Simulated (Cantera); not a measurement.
Feed: 1 mol B₂H₆, 19 mol H₂, 9.3 mol N₂.

These are equilibrium values from Cantera (NASA tables, ideal gas, pure condensed phases), not measurements of a reactor. Candidate condensed phases: B, BN; 15 gas species. The feed counts by its element totals alone. N₂ is the only nitrogen source here; it is nearly inert below about 1500 K, so the nitride shown seldom forms there in practice. Rates play no part.

Q: What condenses at these points (T in K, P in Pa): (2050, 46); (1750, 220); (1450, 4600); (1350, 4600)?

A: 
```tsv
T (K)	P in Pa	condensed phases	B condensed (%)
2050	46	B	98.2
1750	220	BN	100.0
1450	4600	BN	100.0
1350	4600	BN	100.0
```
